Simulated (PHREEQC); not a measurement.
KOH is added in steps, without added water, to 1 kg of water holding 45 mmol/kgw FeCl3, 0.38 mmol/kgw HCl and 0.27 mmol/kgw Na2SO4, at 25 °C. Oxygen alone is held at its pressure in air (log pO2 = -0.68). The system is closed to CO2. The run lets Fe(OH)3(a), Jarosite-K, Jarosite-Na, Halite, Mirabilite precipitate or redissolve, and no other solid.

Base run: PHREEQC, ion-association model, wateq4f.dat. Each further column changes one thing. The table gives FeSO4+ (mol/kgw).

| KOH added (mol) | base | HCl from 0.00038 to 0.0038 mol/kgw | Na2SO4 from 0.00027 to 0.000405 mol/kgw | diluted 100-fold with water | no solid may form |
|---|---|---|---|---|---|
| 0 | 0.000217 | 0.000216 | 0.000325 | 4.10e-7 | 0.000217 |
| 0.02344 | 8.44e-6 | 1.17e-5 | 8.66e-6 | 0 | 0.000205 |
| 0.05156 | 4.72e-7 | 4.77e-7 | 4.72e-7 | 0 | 8.53e-5 |
| 0.075 | 3.50e-7 | 3.55e-7 | 3.50e-7 | 0 | 1.65e-7 |
| 0.09844 | 2.54e-7 | 2.62e-7 | 2.54e-7 | 0 | 2.31e-9 |
| 0.1266 | 1.12e-7 | 1.33e-7 | 1.10e-7 | 0 | 3.19e-12 |
| 0.15 | 0 | 0 | 0 | 0 | 0 |

 In at least one series the solution becomes supersaturated in solids that the run did not let form, among them Fe(OH)3(a), Jarosite-K, Jarosite-Na.
